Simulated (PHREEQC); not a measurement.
Solution (20 °C): 120 mmol/kgw ZnSO4 and 4.55 mmol/kgw KCl. Closed to the air; pH follows from the charge balance.

Computed with PHREEQC (ion-association model, phreeqc.dat).

No solid was allowed to form.

Question: Order these Zn species by the share of Zn that they hold, largest first: Zn+2, Zn(SO4)2-2, ZnCl+, ZnSO4.

Answer: Zn+2 (50 %), ZnSO4 (36 %), Zn(SO4)2-2 (13 %), ZnCl+ (0.13 %)

The pH is 5.58 and the ionic strength 0.246 mol/kgw.
